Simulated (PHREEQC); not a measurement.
0.13 g of hydrous ferric oxide (600 m²/g; 0.2 weak and 0.005 strong sites per Fe, Dzombak-Morel constants, diffuse double layer) in 1 kg of water with 0.05 mol/kgw of an inert sodium salt and 3.7e-06 mol/kgw CaCl2 and 0.00018 mol/kgw NaF, at 25 °C; the pH is set by adding NaOH or the inert anion's acid. O2 is buffered at 0.21 atm. No CO2 enters from the air. Precipitation was switched off in this run.

Base run: PHREEQC, ion-association model, wateq4f.dat. Each further column changes one thing. The table gives F sorbed (%).

```csv
pH,base,no electrostatic term (-no_edl),background salt from 0.05 to 0.005 mol/kgw,oxide from 0.13 to 0.65 g/kgw
4,50.1,(withheld),70.9,(withheld)
5.33,31.9,0.6,(withheld),77.5
6,19.3,0.6,26.7,(withheld)
7.33,3.3,(withheld),4.3,(withheld)
8.67,0.3,0.6,0.3,1.3
10,0.0,0.1,0.0,0.1
10.67,0.0,0.0,0.0,0.0
12,0.0,0.0,0.0,0.0
```

Task: Complete the blanks.

Result: 
- 4, no electrostatic term (-no_edl): 0.5
- 4, oxide from 0.13 to 0.65 g/kgw: 91.2
- 5.33, background salt from 0.05 to 0.005 mol/kgw: 43.7
- 6, oxide from 0.13 to 0.65 g/kgw: 59.1
- 7.33, no electrostatic term (-no_edl): 0.8
- 7.33, oxide from 0.13 to 0.65 g/kgw: 14.7
